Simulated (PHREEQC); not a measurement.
KOH is added in steps, without added water, to 1 kg of water holding 21 mmol/kgw H3PO4, 1.3 mmol/kgw K2HPO4 and 0.097 mmol/kgw NiSO4, at 25 °C. Oxygen is held at 0.21 atm. No CO2 enters from the air. Solids allowed: Ni(OH)2, Ni3(PO4)2, Ni4(OH)6SO4, Morenosite. Others were left out.

Base run: PHREEQC, ion-association model, wateq4f.dat. Each further column changes one thing. The table gives pH.

```json
[
 {"KOH added (mol)": "0", "base": "2.12", "all activity coefficients set to 1": "2.11", "Debye-Hückel limiting law": "2.12", "metal-ligand complexes left out": "2.12", "Davies equation for every ion": "2.12"},
 {"KOH added (mol)": "0.008", "base": "2.42", "all activity coefficients set to 1": "2.43", "Debye-Hückel limiting law": "2.42", "metal-ligand complexes left out": "2.42", "Davies equation for every ion": "2.42"},
 {"KOH added (mol)": "0.016", "base": "3.00", "all activity coefficients set to 1": "3.02", "Debye-Hückel limiting law": "2.99", "metal-ligand complexes left out": "3.00", "Davies equation for every ion": "3.00"},
 {"KOH added (mol)": "0.024", "base": "6.36", "all activity coefficients set to 1": "6.55", "Debye-Hückel limiting law": "6.30", "metal-ligand complexes left out": "6.37", "Davies equation for every ion": "6.35"},
 {"KOH added (mol)": "0.032", "base": "7.03", "all activity coefficients set to 1": "7.26", "Debye-Hückel limiting law": "6.95", "metal-ligand complexes left out": "7.04", "Davies equation for every ion": "7.03"},
 {"KOH added (mol)": "0.04", "base": "7.91", "all activity coefficients set to 1": "8.16", "Debye-Hückel limiting law": "7.81", "metal-ligand complexes left out": "7.92", "Davies equation for every ion": "7.91"},
 {"KOH added (mol)": "0.048", "base": "11.19", "all activity coefficients set to 1": "11.51", "Debye-Hückel limiting law": "11.02", "metal-ligand complexes left out": "11.18", "Davies equation for every ion": "11.19"}
]
```

H3PO4, which wateq4f.dat lacks, is added to it with the constant of phreeqc.dat. The database has no phosphate complexes of Ni. The database's Ni(OH)2 is the aged solid; a fresh precipitate is more soluble.
